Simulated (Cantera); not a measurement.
A closed system holds: 1 mol Si3N4, 0.012 mol N2O, 500 mol N2, equilibrated at 2223 K and 0.610 Pa.

Cantera equilibrium calculation (NASA polynomials, part measured and part estimated; ideal gas, pure solids and liquids). Candidate condensed phases: Si, SiO2, Si2N2O, Si3N4; 16 gas species. Equilibrium is a limit: real reactors are often held back by kinetics, nucleation or transport.

Q: What is the equilibrium state?

A: 
```json
{
  "x(N2)": "0.994",
  "x(Si)": "0.00591",
  "x(SiO)": "2.38e-5",
  "x(N)": "6.60e-6",
  "x(SiN)": "2.35e-6",
  "gas_amount": "505.0 mol",
  "log10 activity of Si(l) (absent)": "-4.11"
}
```
